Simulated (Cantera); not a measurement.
What does this Cantera script print?

```python
import numpy as np
import cantera as ct

gas_names = """
    AL ALCL ALCL2 ALCL3 ALH ALN AL2 AL2CL6 CL CL2 H HCL H2 N NH NH2 NH3 N2 N2H2 N2H4
""".split()
cond_names = """
    AL(cr) AL(L) ALCL3(s) ALCL3(L) ALN(s) NH4CL(a) NH4CL(b)
""".split()


# ... load() reads the species with a 1 bar reference pressure and builds the phases ...
atoms = {
    'AlN': {'AL': 1, 'N': 1},
    'HCl': {'H': 1, 'CL': 1},
    'N2': {'N': 2},
}
top_T = {'ALN(s)': 2750}  # K; cautious upper limits of use, not melting points


# ... equilibrate(T, P, feed) seeds the gas with the atoms and calls Mixture.equilibrate('TP', solver="vcs", rtol=1e-11, max_steps=5000) ...
results = []
feed = {'AlN': 1, 'HCl': 1.8, 'N2': 1.3}  # mol
P = 1000  # Pa
for T in [1298, 1323, 1348, 1373, 1398, 1423, 1448, 1473, 1498]:
    mix = equilibrate(T, P, feed)
    results.append((T, P, feed, dict(zip(mix.species_names, mix.species_moles))))

top = {s: max(r[3][s] / sum(r[3][g] for g in gas_names) for r in results) for s in gas_names}
cols = sorted((s for s in top if top[s] > 1e-05), key=lambda s: -top[s])[:9]
seen = [c for c in cond_names if any(r[3].get(c, 0) > 1e-12 for r in results)]
print("log10 of partial pressures in bar; condensed amounts in mol")
print(f"{'T/K':>10s}" + "".join(f"{s[:9]:>10s}" for s in cols + seen))
for T, P, feed, n in results:
    ng = sum(n[g] for g in gas_names)
    print(f"{T:10.4g}" + "".join(f"{np.log10(max(n[s] / ng * P / 1e5, 1e-99)):10.3f}" for s in cols)
          + "".join(f"{n.get(c, 0):10.4g}" for c in seen))
```

Result:

```
log10 of partial pressures in bar; condensed amounts in mol
       T/K        N2        H2     ALCL3       HCL     ALCL2      ALCL         H        CL    ALN(s)
      1298    -2.301    -2.616    -2.794    -3.020    -4.851    -5.633    -7.278    -7.756    0.4967
      1323    -2.301    -2.615    -2.795    -3.024    -4.693    -5.370    -7.107    -7.593    0.4949
      1348    -2.301    -2.615    -2.797    -3.028    -4.541    -5.117    -6.943    -7.435    0.4926
      1373    -2.301    -2.615    -2.799    -3.032    -4.396    -4.874    -6.785    -7.284    0.4894
      1398    -2.301    -2.615    -2.803    -3.036    -4.257    -4.641    -6.632    -7.138    0.4851
      1423    -2.301    -2.615    -2.808    -3.041    -4.124    -4.416    -6.485    -6.998    0.4789
      1448    -2.302    -2.616    -2.816    -3.047    -3.998    -4.200    -6.343    -6.864    0.4701
      1473    -2.302    -2.617    -2.828    -3.055    -3.878    -3.993    -6.207    -6.735    0.4574
      1498    -2.303    -2.620    -2.844    -3.064    -3.766    -3.794    -6.075    -6.612    0.4393
```

Equilibrium computed with Cantera from the NASA thermochemical tables; the gas is ideal and each condensed phase is pure. The tables' values for AlCl2 are old estimates; treat these amounts as uncertain.
